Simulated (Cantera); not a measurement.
Feed: 1 mol Si3N4, 0.067 mol O2, 110 mol H2, at 0.133 bar.

Method: chemical equilibrium by Gibbs-energy minimisation in Cantera with the NASA 1993 tables (ideal gas, pure condensed phases). Candidate condensed phases: H2O, Si, SiO2, Si2N2O, Si3N4; 35 gas species. Mutual solubility and eutectic melting of coexisting phases are not modelled. Gases not in the tables: Si2H6 and higher silanes. Equilibrium is a limit: real reactors are often held back by kinetics, nucleation or transport.

Task: Which condensed phases are stable at each of these points (T (K)): 1075, 1175, 1275, 1375, 1475, 1575, 1675, 1775, 1875, 1975, 2075?

Result: 
```csv
T (K),condensed phases,Si condensed (%)
1075,Si2N2O(s) + Si3N4(s),100.0
1175,Si2N2O(s) + Si3N4(s),100.0
1275,Si2N2O(s) + Si3N4(s),100.0
1375,Si2N2O(s) + Si3N4(s),100.0
1475,Si2N2O(s) + Si3N4(s),100.0
1575,Si(s) + Si2N2O(s) + Si3N4(s),99.8
1675,Si(s) + Si2N2O(s) + Si3N4(s),98.9
1775,Si(l),95.3
1875,Si(l),95.0
1975,Si(l),94.0
2075,Si(l),91.3
```

From 1075 K to 1475 K the condensed part is Si2N2O(s) + Si3N4(s). From 1575 K to 1675 K the condensed part is Si(s) + Si2N2O(s) + Si3N4(s). From 1775 K to 2075 K the condensed part is Si(l).
